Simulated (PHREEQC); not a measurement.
Consider water at 25 °C with 0.014 mol/kgw H2SiF6, 0.0062 mol/kgw NaF and 0.019 mol/kgw H2SO4. Closed to the air; pH follows from the charge balance.

Model: ion-association model, phreeqc.dat, run in PHREEQC.

Q: The ionic strength comes out as 0.0731 mol/kgw. What activity coefficients do SiF6-2, HF2-, HSO4-, F-, SO4-2 get?

A: SiF6-2 0.41, HF2- 0.80, HSO4- 0.80, F- 0.79, SO4-2 0.41.

No solid was allowed to form. Saturation is exceeded, for instance for Quartz (slow to form); the values hold only as long as no solid forms. Complexes and solids missing from the database can't appear. SiF6-2 is the database's only silicon fluoride.
